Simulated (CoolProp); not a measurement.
Octamethyltrisiloxane (MDM) along the isobar 64.1 bar: fugacity coefficient from the reference equation and from simpler models built on Tc = 565.4 K, pc = 14.38 bar, ω = 0.528; each cubic takes its own stable root.

Computed with CoolProp (reference Helmholtz-energy equation of state, Thol 2017).

```json
[
 {"T (K)": "322.1", "phase": "liquid", "reference": "0.0006538", "van der Waals": "?", "Redlich-Kwong": "0.005840", "Soave-Redlich-Kwong": "0.0007273", "Peng-Robinson": "0.0007213"},
 {"T (K)": "347.1", "phase": "liquid", "reference": "0.002132", "van der Waals": "0.06157", "Redlich-Kwong": "?", "Soave-Redlich-Kwong": "0.002297", "Peng-Robinson": "0.002219"},
 {"T (K)": "372.1", "phase": "liquid", "reference": "0.005642", "van der Waals": "0.08275", "Redlich-Kwong": "0.02284", "Soave-Redlich-Kwong": "0.005976", "Peng-Robinson": "0.005663"},
 {"T (K)": "397.1", "phase": "liquid", "reference": "0.01267", "van der Waals": "0.1069", "Redlich-Kwong": "0.03818", "Soave-Redlich-Kwong": "?", "Peng-Robinson": "0.01244"},
 {"T (K)": "422.2", "phase": "liquid", "reference": "0.02498", "van der Waals": "0.1340", "Redlich-Kwong": "?", "Soave-Redlich-Kwong": "?", "Peng-Robinson": "0.02428"},
 {"T (K)": "447.2", "phase": "liquid", "reference": "0.04414", "van der Waals": "0.1632", "Redlich-Kwong": "0.08507", "Soave-Redlich-Kwong": "0.04653", "Peng-Robinson": "0.04275"},
 {"T (K)": "472.2", "phase": "liquid", "reference": "0.07146", "van der Waals": "0.1943", "Redlich-Kwong": "0.1164", "Soave-Redlich-Kwong": "0.07572", "Peng-Robinson": "?"},
 {"T (K)": "497.2", "phase": "liquid", "reference": "0.1076", "van der Waals": "0.2270", "Redlich-Kwong": "0.1523", "Soave-Redlich-Kwong": "0.1147", "Peng-Robinson": "0.1046"},
 {"T (K)": "522.2", "phase": "liquid", "reference": "0.1524", "van der Waals": "0.2608", "Redlich-Kwong": "0.1922", "Soave-Redlich-Kwong": "0.1634", "Peng-Robinson": "0.1489"},
 {"T (K)": "547.2", "phase": "liquid", "reference": "0.2051", "van der Waals": "0.2954", "Redlich-Kwong": "0.2350", "Soave-Redlich-Kwong": "0.2211", "Peng-Robinson": "0.2013"}
]
```

Problem. Fill in the missing entries.

Solution. 
- 322.1, van der Waals: 0.04365
- 347.1, Redlich-Kwong: 0.01233
- 397.1, Soave-Redlich-Kwong: 0.01332
- 422.2, Redlich-Kwong: 0.05894
- 422.2, Soave-Redlich-Kwong: 0.02625
- 472.2, Peng-Robinson: 0.06927
